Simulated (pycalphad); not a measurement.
An equivalent pycalphad script:

```python
from pycalphad import Database, equilibrium, calculate, variables as v
import numpy as np
db = Database('COST507.tdb')
comps = ['SI', 'Y', 'VA']
phases = ['BCC_A2', 'DIAMOND_A4', 'HCP_A3', 'LIQUID', 'SI2Y_H', 'SI2Y_R', 'SI3Y5', 'SI4Y5', 'SI5Y3_H', 'SI5Y3_R', 'SIY']
eq = equilibrium(db, comps, phases, {v.X('Y'): 0.6255, v.T: np.arange(2450, 499, -75), v.P: 101325, v.N: 1}, output=['HM', 'SM'])
```

Computed with pycalphad from the COST 507 light-alloy database (1999), at 1 atm. The database dates from 1999; later assessments differ in places, in temperatures and in the compounds included. Phase fractions are per mole of atoms. Kinetics are ignored, which matters at the lower temperatures.

Results at three of the temperatures:

```
T = 1250.00 K, P = 101325 Pa, N = 1 mol of atoms
G = -127172 J/mol, H = -46759 J/mol, S = 64.33 J/(mol K)  (SER reference)
chemical potentials (J/mol): Si -207318, Y -79187
phase             fraction      x(Si)       x(Y)
SI3Y5               0.9987     0.3750     0.6250
HCP_A3              0.0013   6.94e-13     1.0000
```

```
T = 875.00 K, P = 101325 Pa, N = 1 mol of atoms
G = -104956 J/mol, H = -57999 J/mol, S = 53.66 J/(mol K)  (SER reference)
chemical potentials (J/mol): Si -198513, Y -48941
phase             fraction      x(Si)       x(Y)
SI3Y5               0.9987     0.3750     0.6250
HCP_A3              0.0013      1e-14     1.0000
```

```
T = 575.00 K, P = 101325 Pa, N = 1 mol of atoms
G = -90500 J/mol, H = -66329 J/mol, S = 42.04 J/(mol K)  (SER reference)
chemical potentials (J/mol): Si -194432, Y -28274
phase             fraction      x(Si)       x(Y)
SI3Y5               0.9987     0.3750     0.6250
HCP_A3              0.0013      1e-14     1.0000
```

Changes of the phase set, refined by bisection:

```json
[
 {"T (K)": "2131.6", "phases above": "liquid", "phases below": "liquid + SI3Y5"},
 {"T (K)": "1528.0", "phases above": "liquid + SI3Y5", "phases below": "hcp + SI3Y5"}
]
```

Database names, with the compositions (at.%) that they take in these runs: SI3Y5: Y 62 Si 37. HCP_A3 is hcp.
